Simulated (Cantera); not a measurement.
# Diamond growth

A diamond (100) surface in a fixed gas of H2 with x(CH4) = 0.0086, x(CH3) = 0.0002, at 1325 K, 9.75 Torr; coverages are run to steady state.

Computed with Cantera and the Harris–Goodwin 1993 mechanism for the reconstructed diamond (100) surface.

```csv
x(H),growth (µm/h),θ c6HH,θ c6H*,θ c6*H,θ c6**
0.0001,0.00313,0.672,0.0287,0.295,0.00389
0.00024,0.0184,0.545,0.0394,0.404,0.0107
0.00059,0.0738,0.453,0.0465,0.477,0.0222
0.0014,0.181,0.404,0.0498,0.511,0.0341
0.0034,0.316,0.380,0.0512,0.525,0.0432
0.0083,0.442,0.369,0.0518,0.531,0.0484
0.02,0.578,0.364,0.0520,0.533,0.0509
0.049,0.805,0.362,0.0522,0.534,0.0520
0.12,1.22,0.361,0.0524,0.534,0.0526
```
θ: site fractions in the mechanism's names (c6HH fully hydrogenated, c6H* and c6*H radical sites, c6** diradical, c6HM methylated).
